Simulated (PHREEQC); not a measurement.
0.1 mol of Fluorite (CaF2) is brought to equilibrium with 1 kg of water holding 0.001 mol/kgw NaCl, at 25 °C, the pH being set by adding NaOH or HCl. O2 is buffered at 0.21 atm. CO2 from the air is kept out. Solids allowed: Fluorite. Others were left out.

All values are PHREEQC results (ion-association model, phreeqc.dat), not measurements.

**Question.** Predict dissolved Ca (mol/kgw), dissolved F (mol/kgw), Ca+2 (mol/kgw) at pH = 2, 10.25.

**Answer.** 
```
pH     dissolved Ca (mol/kgw)  dissolved F (mol/kgw)  Ca+2 (mol/kgw)
-----  ----------------------  ---------------------  --------------
2                     0.00139                0.00277         0.00139
10.25                0.000203               0.000406        0.000202
```
